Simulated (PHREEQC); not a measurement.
0.015 g of hydrous ferric oxide (600 m²/g; 0.2 weak and 0.005 strong sites per Fe, Dzombak-Morel constants, diffuse double layer) in 1 kg of water with 0.01 mol/kgw of an inert sodium salt and 8.6e-07 mol H3BO3, at 25 °C; the pH is set by adding NaOH or the inert anion's acid. Oxygen is held at 0.21 atm. No CO2 enters from the air. Precipitation was switched off in this run.

All values are PHREEQC results (ion-association model, wateq4f.dat), not measurements.

```csv
pH,B sorbed (%),surface charge σ (C/m²),surface potential ψ (mV)
3,0.0,0.324,203
3.5,0.0,0.275,(withheld)
4,0.0,0.216,(withheld)
4.5,0.0,0.160,170
5,0.0,0.113,152
5.5,0.0,0.077,132
6,0.0,(withheld),110
6.5,0.0,0.030,86
7,0.0,0.017,61
7.5,0.0,0.008,34
8,0.0,0.001,6
8.5,0.0,-0.005,-22
9,0.0,-0.013,(withheld)
9.5,0.0,-0.024,-75
10,0.0,(withheld),-100
10.5,0.0,-0.064,-123
11,0.0,-0.099,-143
```

Question: What belongs in the gaps?

Answer: 
- 3.5, surface potential ψ (mV): 197
- 4, surface potential ψ (mV): 185
- 6, surface charge σ (C/m²): 0.049
- 9, surface potential ψ (mV): -49
- 10, surface charge σ (C/m²): -0.040

The oxide is taken as insoluble; below pH 4 it would dissolve.
